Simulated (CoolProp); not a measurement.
Properties of ethylene along the isotherm 174.4 K (Tc = 282.4 K, pc = 5.042 MPa, ω = 0.087).

Computed with CoolProp (reference Helmholtz-energy equation of state, Smukala 2000).

| p (MPa) | phase | density (kg/m³) | cv (kJ/(kg K)) | speed of sound (m/s) | Joule-Thomson coefficient (K/MPa) | fugacity coefficient |
|---|---|---|---|---|---|---|
| 1.15 | liquid | 561.5 | 1.359 | 1279 | -0.4055 | 0.1168 |
| 2.29 | liquid | 562.8 | 1.360 | 1289 | -0.4106 | 0.06098 |
| 3.44 | liquid | 564.0 | 1.361 | 1299 | -0.4155 | 0.04223 |
| 4.58 | liquid | 565.2 | 1.363 | 1308 | -0.4202 | 0.03298 |
| 5.73 | liquid | 566.3 | 1.364 | 1318 | -0.4246 | 0.02742 |
| 6.88 | liquid | 567.5 | 1.366 | 1327 | -0.4289 | 0.02375 |
| 8.02 | liquid | 568.6 | 1.367 | 1336 | -0.4330 | 0.02118 |
| 9.17 | liquid | 569.7 | 1.368 | 1345 | -0.4369 | 0.01926 |
| 10.3 | liquid | 570.8 | 1.370 | 1353 | -0.4407 | 0.01782 |
| 11.5 | liquid | 571.9 | 1.371 | 1362 | -0.4444 | 0.01662 |
| 12.6 | liquid | 572.9 | 1.373 | 1370 | -0.4478 | 0.01575 |
